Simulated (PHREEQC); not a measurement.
Solution (20 °C): 0.056 mol NH3 and 0.00018 mol (CH3)4NCl per kg of water. Closed to the air; pH follows from the charge balance.

Equilibrium calculation in PHREEQC: ion-association model, wateq4f.dat.

Each row changes one thing in this solution. Precipitation was switched off in this run.

| case | pH | ionic strength (mol/kgw) | NH4+ (mol/kgw) |
|---|---|---|---|
| as made | 11.15 | 0.00119 | 0.00101 |
| temperature from 20 to 70 °C | 9.80 | 0.00120 | 0.00102 |
| (CH3)4NCl from 0.00018 to 9e-05 mol/kgw | 11.15 | 0.00110 | 0.00101 |
| temperature from 20 to 35 °C | 10.69 | 0.00122 | 0.00104 |
| NH3 from 0.056 to 0.0112 mol/kgw | 10.80 | 0.000621 | 0.000441 |
| NH3 replaced by (NH4)2SiF6 at the same molality | 3.10 | 0.169 | 0.112 |
| 0.002 mol/kgw H4SiO4 added | 10.80 | 0.00243 | 0.00225 |
| 0.014 mol/kgw NaCl added | 11.15 | 0.0153 | 0.00110 |
| diluted 5-fold with water | 10.80 | 0.000475 | 0.000439 |

Some of these states are supersaturated (in Quartz (slow to form), Chalcedony (slow to form), for instance). (CH3)4N+ isn't in the database: it is added as a free cation with an ion size of 4 Å. Constants without temperature data keep their 25 °C values here. SiF6-2 is the database's only silicon fluoride.
